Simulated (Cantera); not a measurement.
Source: NASA polynomial tables (part measured, part estimated), evaluated in Cantera. Values are per mole of reaction as written; species without (g) are pure solids or liquids, kept so even where they would boil at 1 bar.

6 Ta + 5 O3(g) → 3 Ta2O5

| T (K) | ΔH° (kJ) | ΔS° (J/K) | ΔG° (kJ) | log10 K |
|---|---|---|---|---|
| 300 | -6846.9 | -1014.0 | -6542.7 | 1139.16 |
| 1073 | -6781.6 | -912.5 | -5802.5 | 282.47 |
| 1098 | [?] | [?] | [?] | [?] |
| 1123 | -6776.3 | -907.6 | -5757.0 | 267.77 |
| 1148 | -6773.6 | -905.2 | -5734.4 | 260.91 |
| 1173 | [?] | [?] | [?] | [?] |
| 1198 | -6768.0 | -900.5 | -5689.2 | 248.05 |
| 1223 | -6765.2 | -898.2 | -5666.7 | 242.02 |
| 1248 | -6762.4 | -895.9 | -5644.3 | 236.24 |
| 1273 | [?] | [?] | [?] | [?] |
| 1298 | -6756.8 | -891.5 | -5599.6 | 225.34 |
| 1323 | [?] | [?] | [?] | [?] |

Problem. What belongs in the gaps?

Solution. 
- 1098, ΔH° (kJ): -6779.0
- 1098, ΔS° (J/K): -910.1
- 1098, ΔG° (kJ): -5779.8
- 1098, log10 K: 274.95
- 1173, ΔH° (kJ): -6770.8
- 1173, ΔS° (J/K): -902.8
- 1173, ΔG° (kJ): -5711.8
- 1173, log10 K: 254.34
- 1273, ΔH° (kJ): -6759.6
- 1273, ΔS° (J/K): -893.7
- 1273, ΔG° (kJ): -5621.9
- 1273, log10 K: 230.68
- 1323, ΔH° (kJ): -6754.0
- 1323, ΔS° (J/K): -889.4
- 1323, ΔG° (kJ): -5577.4
- 1323, log10 K: 220.20
